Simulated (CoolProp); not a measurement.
Hexamethyldisiloxane (MM) along the isotherm 620 K: Z from the reference equation and from simpler models built on Tc = 518.7 K, pc = 1931 kPa, ω = 0.418; each cubic takes its own stable root.

The numbers come from the reference Helmholtz-energy equation of state, Thol 2016 in CoolProp.

| p (kPa) | phase | reference | Pitzer virial | van der Waals | Redlich-Kwong |
|---|---|---|---|---|---|
| 9.16 | gas | 0.9991 | 0.9992 | 0.9991 | 0.9990 |
| 15.5 | gas | 0.9985 | 0.9986 | 0.9985 | 0.9984 |
| 26.1 | gas | 0.9975 | 0.9976 | 0.9974 | 0.9973 |
| 44 | gas | 0.9958 | 0.9960 | 0.9956 | 0.9954 |
| 74.3 | gas | 0.9928 | 0.9932 | 0.9926 | 0.9922 |
| 125 | gas | 0.9879 | 0.9886 | 0.9875 | 0.9869 |
| 212 | gas | 0.9795 | 0.9807 | 0.9787 | 0.9777 |
| 357 | gas | 0.9653 | 0.9675 | 0.9638 | 0.9623 |
| 603 | gas | 0.9410 | 0.9451 | 0.9378 | 0.9356 |
| 1020 | gas | 0.8997 | 0.9072 | 0.8911 | 0.8891 |
| 1720 | gas | 0.8314 | 0.8434 | 0.8039 | 0.8074 |
| 2900 | supercritical | 0.7257 | 0.7360 | 0.6269 | 0.6645 |
